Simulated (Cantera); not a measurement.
A closed system holds: 1 mol CH3SiCl3, 0.0059 mol C2H4, 260 mol H2, equilibrated at 1448.15 K and 750 Torr.

These are equilibrium values from Cantera (NASA tables, ideal gas, pure condensed phases), not measurements of a reactor. Candidate condensed phases: C, C6H6, C7H8, C8H18, Si, SiC; 109 gas species. The feed counts by its element totals alone. Equilibrium is a limit: real reactors are often held back by kinetics, nucleation or transport.

Base state: H2 0.989, HCl 0.0113, CH4 0.000119, SiCl2 6.38e-5 (mole fractions); condensed: SiC(s).

Q: What changes in the equilibrium state with this change: H2 from 260 to 4.7 mol?

A: 
| species | before | after |
|---|---|---|
| H2 | 0.989 | 0.666 |
| HCl | 0.0113 | 0.307 |
| SiCl4 | 3.72e-7 | 0.0166 |
| SiCl3 | 2.54e-6 | 0.00341 |
| SiHCl3 | 2.80e-6 | 0.00308 |
| SiCl2 | 6.38e-5 | 0.00257 |
| SiH2Cl2 | 3.26e-6 | 8.84e-5 |
| CH4 | 0.000119 | 0.00148 |
| SiC(s), mol | 0.980 | 0.806 |
| C(graphite), mol | 0 | 0.194 |
The tables' values for SiCl3 are old estimates; treat these amounts as uncertain.
